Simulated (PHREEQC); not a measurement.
A PHREEQC input (ion-association model, wateq4f.dat):

```
SOLUTION 1
  temp 25
  units mg/L
  pH 8.39
  pe 12.2
  Na 12.6
  K 1.12
  Ca 32
  Mg 0.395
  Cl 38
  S(6) 41.2 as SO4
  Alkalinity 15.6 as HCO3
  Pb 0.132
  Zn 0.269
  Br 0.391
END
USE solution 1
EQUILIBRUM_PHASES 1
  CO2(g) -3.4 10
END
```

The run finishes with these warnings:
```
WARNING: Unknown input, no keyword has been specified.
WARNING: 	  CO2(g) -3.4 10
```

Its last state differs from that of the intended input:

| quantity | as run | intended |
|---|---|---|
| pH | 8.39 | 7.59 |
| CO2 (mol/kgw) | 2.02e-6 | 1.35e-5 |
| Zn+2 (mol/kgw) | 1.76e-6 | 3.42e-6 |
| CO3-2 (mol/kgw) | 3.24e-6 | 5.48e-7 |
| CaCO3 (mol/kgw) | 2.52e-6 | 4.27e-7 |
| SI of Pb(OH)2 (Pb(OH)2) | +0.72 | -0.16 |
| SI of Cerrusite (PbCO3) | -0.37 | -0.43 |

The fault: the keyword misspelt. The line should read `EQUILIBRIUM_PHASES 1` where the input has `EQUILIBRUM_PHASES 1`.
